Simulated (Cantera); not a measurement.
Cantera run:

```python
import numpy as np
import cantera as ct

gas_names = """
    Electron C C+ C- CN CN+ CN- C2 C2+ C2- CCN CNC C2N2 C3 C4 C4N2 C5 N N+ N- N2 N2+ N2- Si Si+ SiC SiC2
    SiN Si2 Si2C Si2N Si3
""".split()
cond_names = """
    C(gr) Si(cr) Si(L) SiC(b) Si3N4(a)
""".split()


# ... load() reads the species with a 1 bar reference pressure and builds the phases ...
atoms = {
    'Si3N4': {'Si': 3, 'N': 4},
    'N2': {'N': 2},
    'C': {'C': 1},
}
top_T = {'C(gr)': 4500, 'SiC(b)': 3050, 'Si3N4(a)': 2400}  # K; cautious upper limits of use, not melting points


# ... equilibrate(T, P, feed) seeds the gas with the atoms and calls Mixture.equilibrate('TP', solver="vcs", rtol=1e-11, max_steps=5000) ...
results = []
feed = {'Si3N4': 1, 'N2': 2.6, 'C': 0.26}  # mol
P = 120  # Pa
for T in [3000, 3500, 4000, 4500, 5000]:
    mix = equilibrate(T, P, feed)
    results.append((T, P, feed, dict(zip(mix.species_names, mix.species_moles))))

top = {s: max(r[3][s] / sum(r[3][g] for g in gas_names) for r in results) for s in gas_names}
cols = sorted((s for s in top if top[s] > 1e-06), key=lambda s: -top[s])[:7]
seen = [c for c in cond_names if any(r[3].get(c, 0) > 1e-12 for r in results)]
print("log10 of partial pressures in bar; condensed amounts in mol")
print(f"{'T/K':>10s}" + "".join(f"{s[:9]:>10s}" for s in cols + seen))
for T, P, feed, n in results:
    ng = sum(n[g] for g in gas_names)
    print(f"{T:10.4g}" + "".join(f"{np.log10(max(n[s] / ng * P / 1e5, 1e-99)):10.3f}" for s in cols)
          + "".join(f"{n.get(c, 0):10.4g}" for c in seen))
```

Result:

```
log10 of partial pressures in bar; condensed amounts in mol
       T/K        N2         N        Si  Electron       Si+         C        CN
      3000    -3.148    -6.430    -3.339    -7.367    -7.347    -5.136    -4.902
      3500    -3.158    -5.233    -3.339    -6.299    -6.298    -4.537    -5.008
      4000    -3.178    -4.340    -3.351    -5.501    -5.501    -4.452    -5.456
      4500    -3.276    -3.683    -3.397    -4.893    -4.893    -4.460    -5.916
      5000    -3.588    -3.273    -3.514    -4.441    -4.441    -4.533    -6.465
```

These are equilibrium values from Cantera (NASA tables, ideal gas, pure condensed phases), not measurements of a reactor. The tables' values for SiN are old estimates; treat these amounts as uncertain.
